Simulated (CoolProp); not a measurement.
The numbers come from the reference Helmholtz-energy equation of state, McLinden 2015 in CoolProp.

Task: For the fluoroketone C6F12O (FK-5-1-12), give the phase and the cp (kJ/(kg K)), speed of sound (m/s), Joule-Thomson coefficient (K/MPa) at 332.9 K and 0.148 bar; 332.9 K and 2.63 bar; 332.9 K and 46.7 bar.

Result: 
- 332.9 K and 0.148 bar: gas; cp 0.891, speed of sound 94.3, Joule-Thomson coefficient 19.7
- 332.9 K and 2.63 bar: liquid; cp 1.13, speed of sound 397, Joule-Thomson coefficient -0.139
- 332.9 K and 46.7 bar: liquid; cp 1.12, speed of sound 444, Joule-Thomson coefficient -0.202
